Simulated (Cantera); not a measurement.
A Cantera script and what it prints.

```python
import numpy as np
import cantera as ct

gas_names = [...]  # 113 gases of nasa_gas.yaml made of C, F, H, Si
cond_names = """
    C(gr) C6H6(L) C7H8(L) C8H18(L),n-octa Si(cr) Si(L) SiC(b)
""".split()


# ... load() reads the species with a 1 bar reference pressure and builds the phases ...
atoms = {
    'SiF4': {'Si': 1, 'F': 4},
    'C2H4': {'C': 2, 'H': 4},
    'H2': {'H': 2},
    'C3H8': {'C': 3, 'H': 8},
}
top_T = {'C(gr)': 4500, 'SiC(b)': 3050}  # K; cautious upper limits of use, not melting points


# ... equilibrate(T, P, feed) seeds the gas with the atoms and calls Mixture.equilibrate('TP', solver="vcs", rtol=1e-11, max_steps=5000) ...
results = []
T = 1525  # K
P = 2500  # Pa
for m in [47, 82, 120, 150, 190, 220, 250, 290, 320, 360, 390, 430]:
    feed = {'SiF4': 1, 'C2H4': 0.0098, 'H2': m, 'C3H8': 0.94}  # mol
    mix = equilibrate(T, P, feed)
    results.append((T, P, feed, dict(zip(mix.species_names, mix.species_moles))))

top = {s: max(r[3][s] / sum(r[3][g] for g in gas_names) for r in results) for s in gas_names}
cols = sorted((s for s in top if top[s] > 0.0001), key=lambda s: -top[s])[:6]
seen = [c for c in cond_names if any(r[3].get(c, 0) > 1e-12 for r in results)]
print("log10 of partial pressures in bar; condensed amounts in mol")
print(f"{'n(H2)':>10s}" + "".join(f"{s[:9]:>10s}" for s in cols + seen))
for T, P, feed, n in results:
    ng = sum(n[g] for g in gas_names)
    print(f"{feed['H2']:10.4g}" + "".join(f"{np.log10(max(n[s] / ng * P / 1e5, 1e-99)):10.3f}" for s in cols)
          + "".join(f"{n.get(c, 0):10.4g}" for c in seen))
```

It prints:

```
log10 of partial pressures in bar; condensed amounts in mol
     n(H2)        H2      SiF4        HF      SiF3     SiHF3      SiF2     C(gr)    SiC(b)
        47    -1.615    -3.480    -3.512    -4.123    -4.815    -5.031     2.733    0.1027
        82    -1.611    -3.756    -3.579    -4.330    -5.020    -5.169     2.664    0.1683
       120    -1.609    -3.963    -3.630    -4.486    -5.175    -5.272     2.599    0.2303
       150    -1.608    -4.093    -3.662    -4.583    -5.272    -5.337     2.553    0.2744
       190    -1.607    -4.239    -3.698    -4.693    -5.381    -5.410     2.496    0.3279
       220    -1.607    -4.335    -3.722    -4.765    -5.453    -5.458     2.457    0.3646
       250    -1.606    -4.423    -3.743    -4.830    -5.518    -5.502      2.42    0.3988
       290    -1.606    -4.529    -3.770    -4.910    -5.597    -5.555     2.375     0.441
       320    -1.606    -4.602    -3.788    -4.965    -5.652    -5.592     2.343    0.4703
       360    -1.605    -4.694    -3.811    -5.034    -5.721    -5.638     2.304    0.5067
       390    -1.605    -4.759    -3.827    -5.083    -5.770    -5.670     2.276     0.532
       430    -1.605    -4.841    -3.847    -5.145    -5.831    -5.711     2.241    0.5635
```

These are equilibrium values from Cantera (NASA tables, ideal gas, pure condensed phases), not measurements of a reactor. The tables' values for SiF3, SiF2 are old estimates; treat these amounts as uncertain.
